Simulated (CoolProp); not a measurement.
Vapour-liquid equilibrium of ethylene (1) + propylene (2) at 0.389 MPa; x and y are mole fractions of (1).

Values from CoolProp's multi-fluid Helmholtz-energy mixture model, Smukala 2000 and Lemmon 2013; pair parameters Bell 2016.

| x | bubble temperature (K) | y at the bubble point | dew temperature at overall composition x (K) | liquid density (mol/L) |
|---|---|---|---|---|
| 0.05 | 252.0 | 0.265 | 258.8 | 13.80 |
| 0.125 | 241.4 | 0.530 | 256.5 | 14.33 |
| 0.2 | 232.8 | 0.689 | 254.1 | 14.81 |
| 0.275 | 226.0 | 0.787 | 251.6 | 15.25 |
| 0.35 | 220.4 | 0.850 | 248.9 | 15.66 |
| 0.425 | 215.9 | 0.892 | 246.0 | 16.05 |
| 0.5 | 212.1 | 0.921 | 242.7 | 16.43 |
| 0.575 | 208.8 | 0.942 | 239.2 | 16.79 |
| 0.65 | 206.0 | 0.958 | 235.2 | 17.15 |
| 0.725 | 203.6 | 0.970 | 230.5 | 17.50 |
| 0.8 | 201.4 | 0.980 | 224.9 | 17.86 |
| 0.875 | 199.3 | 0.989 | 217.8 | 18.21 |
| 0.95 | 197.4 | 0.996 | 207.4 | 18.56 |

No azeotrope shows between x = 0.05 and 0.95.

Pair parameters are fitted to limited data, so mixtures are less certain than the pure fluids.
